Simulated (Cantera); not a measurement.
Cantera run:

```python
import numpy as np
import cantera as ct

gas_names = """
    O2 CL2
""".split()
cond_names = """
    Ca(b) CaCL2(s) CaO(s)
""".split()


# ... load() reads the species with a 1 bar reference pressure and builds the phases ...
species = {s.name: s for s in load("nasa_gas.yaml", gas_names) + load("nasa_condensed.yaml", cond_names)}
T = 800
g = {n: (s.thermo.h(T) - T * s.thermo.s(T)) / (ct.gas_constant * T * np.log(10)) for n, s in species.items()}
valid = cond_names  # the entries whose range holds T


def stable(la, lb):
    # potentials (over RT ln 10) of the two non-metals from log10 p(O2) and log10 p(CL2) in bar
    mu = {}
    mu["O"] = (g["O2"] + la) / 2
    mu["Cl"] = (g["CL2"] + lb) / 2
    cost = {}
    for n in valid:
        c = species[n].composition
        cost[n] = (g[n] - sum(c.get(e, 0) * m for e, m in mu.items())) / c["Ca"]
    return min(cost, key=cost.get)


results = []
for lb in [0, -4.1, -8.2, -12.4, -16.5, -20.6, -24.8, -28.9, -33]:
    row = [stable(la, lb) for la in [-48, -44.8, -41.6, -38.4, -35.2, -32, -28.8, -25.6, -22.4, -19.2, -16, -12.8, -9.6, -6.4, -3.2, 0]]
    results.append(row)
    print(f"{lb:6.1f}  " + " ".join(f"{valid.index(n):x}" for n in row))
print("key: " + ", ".join(f"{i:x} {n}" for i, n in enumerate(valid)))
```

Result:

```
   0.0  1 1 1 1 1 1 1 1 1 1 1 1 1 1 1 1
  -4.1  1 1 1 1 1 1 1 1 1 1 1 1 1 1 1 1
  -8.2  1 1 1 1 1 1 1 1 1 1 1 1 1 1 1 2
 -12.4  1 1 1 1 1 1 1 1 1 1 1 1 1 2 2 2
 -16.5  1 1 1 1 1 1 1 1 1 1 2 2 2 2 2 2
 -20.6  1 1 1 1 1 1 1 1 2 2 2 2 2 2 2 2
 -24.8  1 1 1 1 1 2 2 2 2 2 2 2 2 2 2 2
 -28.9  1 1 2 2 2 2 2 2 2 2 2 2 2 2 2 2
 -33.0  2 2 2 2 2 2 2 2 2 2 2 2 2 2 2 2
key: 0 Ca(b), 1 CaCL2(s), 2 CaO(s)
```

Cantera with NASA thermochemical tables; ideal gases at 1 bar, condensed phases pure. Not in the tables: oxide halides.
